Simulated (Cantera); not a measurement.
# Low-pressure radical oxidation in H2/O2

An isothermal, constant-pressure homogeneous reactor starts with 25.9 % H2, 74.1 % O2, at 1273 K and 9.75 Torr.

Model: the H2/O2 subset of GRI-Mech 3.0, which has no nitrogen chemistry, integrated in Cantera. Radical loss at walls, strong at low pressure, is not modelled. The temperature is held fixed by assumption; the heat of reaction is taken as removed at once.

```csv
t (s),x H2,x O2,x O,x OH,x H2O2,x H2O
9.00e-5,0.259,0.741,4.22e-8,2.87e-8,9.52e-11,7.56e-8
0.000210,0.259,0.741,5.66e-7,3.73e-7,5.15e-10,1.52e-6
0.000490,0.259,0.740,0.000141,9.25e-5,3.61e-9,0.000407
0.00114,0.0189,0.601,0.0831,0.0158,3.54e-7,0.186
0.00266,0.0139,0.607,0.0812,0.0142,3.30e-7,0.203
0.00621,0.0116,0.629,0.0629,0.0132,3.85e-7,0.227
0.0145,0.00686,0.664,0.0339,0.0104,4.55e-7,0.263
0.0338,0.00201,0.691,0.00942,0.00568,3.94e-7,0.289
0.0788,0.000344,0.700,0.00159,0.00236,2.02e-7,0.296
0.184,6.13e-5,0.701,0.000285,0.00100,8.38e-8,0.297
0.429,1.42e-5,0.702,6.65e-5,0.000484,3.47e-8,0.298
1.00,4.08e-6,0.702,1.93e-5,0.000260,1.48e-8,0.298
```
x: mole fraction; the columns are a selection and need not sum to one.

Equilibrium at this temperature and pressure: H2 1.67e-7, O2 0.702, O 7.96e-7, OH 5.29e-5, H2O2 1.26e-9, H2O 0.298 (gas phase only).
